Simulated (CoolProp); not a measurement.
Vapour-liquid equilibrium of sulfur hexafluoride (1) + R113 (2) at 279.4 K; x and y are mole fractions of (1).

Values from CoolProp's multi-fluid Helmholtz-energy mixture model, Guder 2009 and Marx 1992; pair parameters Bell 2016.

| x | bubble pressure, mixture model (bar) | bubble pressure, Raoult's law (bar) | y, mixture model | y, Raoult's law |
|---|---|---|---|---|
| 0.05 | 1.550 | 0.9329 | 0.866 | 0.794 |
| 0.15 | 2.589 | 2.395 | 0.919 | 0.928 |
| 0.25 | 3.045 | 3.856 | 0.932 | 0.961 |
| 0.35 | 3.535 | 5.318 | 0.944 | 0.975 |
| 0.45 | 4.258 | 6.780 | 0.957 | 0.984 |
| 0.55 | 5.336 | 8.241 | 0.971 | 0.989 |
| 0.65 | 6.868 | 9.703 | 0.983 | 0.993 |
| 0.75 | 8.895 | 11.16 | 0.991 | 0.995 |
| 0.85 | 11.30 | 12.63 | 0.996 | 0.998 |
| 0.95 | 13.72 | 14.09 | 0.999 | 0.999 |

The largest gap from Raoult's law is +66.1 % in bubble pressure, at x = 0.05. No azeotrope shows between x = 0.05 and 0.95.

The pair parameters rest on a limited set of measurements; away from them the model extrapolates. The gap from Raoult's law changes sign with composition, which may be real or a fault of the pair parameters; it wasn't checked against measurements. With so large a gap from Raoult's law the liquid may split in two, which this calculation doesn't test in full.
